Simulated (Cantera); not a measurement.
## Premixed flame

A freely propagating, adiabatic, planar premixed flame of 38.3 % H2, 10.7 % O2, 39.9 % N2, 11.1 % H2O, equivalence ratio 1.8, unburnt at 600 K and 2.70 bar; multicomponent+Soret transport, grid criteria slope 0.08 and curve 0.16, no radiation.

Model: the H2/O2 subset of GRI-Mech 3.0, which has no nitrogen chemistry, integrated in Cantera. The hydrogen kinetics of GRI-Mech 3.0 are dated; newer H2 mechanisms differ, most at raised pressure. Burning velocities carry a grid error of a few per cent, more on coarse grids.

```tsv
z (mm)	T (K)	u (m/s)	x H2	x O2	x H2O	x O	x HO2	x H
-0.332	600	6.92	0.383	0.107	0.111	<1e-8	<1e-8	<1e-8
-0.221	600	6.92	0.383	0.107	0.111	<1e-8	<1e-8	<1e-8
-0.166	600	6.92	0.383	0.107	0.111	<1e-8	7.31e-8	<1e-8
-0.111	601	6.91	0.382	0.107	0.112	2.95e-8	3.02e-6	1.21e-8
-0.0553	641	7.16	0.360	0.109	0.117	8.94e-6	0.000466	7.31e-5
-0.0276	876	9.50	0.325	0.103	0.142	0.000201	0.000636	0.00285
0	1250	13.3	0.270	0.0749	0.203	0.00141	0.000268	0.0174
0.0276	1525	16.2	0.209	0.0365	0.277	0.00249	0.000106	0.0367
0.0553	1672	17.7	0.178	0.0141	0.320	0.00211	3.80e-5	0.0452
0.111	1802	18.9	0.166	0.00259	0.344	0.00131	6.78e-6	0.0426
0.221	1909	19.9	0.170	0.000758	0.351	0.000769	2.15e-6	0.0318
0.442	1997	20.8	0.176	0.000345	0.355	0.000373	1.04e-6	0.0211
0.885	2062	21.3	0.180	0.000139	0.359	0.000151	4.41e-7	0.0130
```
x: mole fraction of selected species; z is measured from the peak of heat release.

* **laminar burning velocity**: 692 cm/s
* **thermal thickness**: 0.111 mm
* **peak x(O)**: 0.00250
* **peak x(HO2)**: 0.000793
* **peak x(H)**: 0.0460
* **grid points**: 109
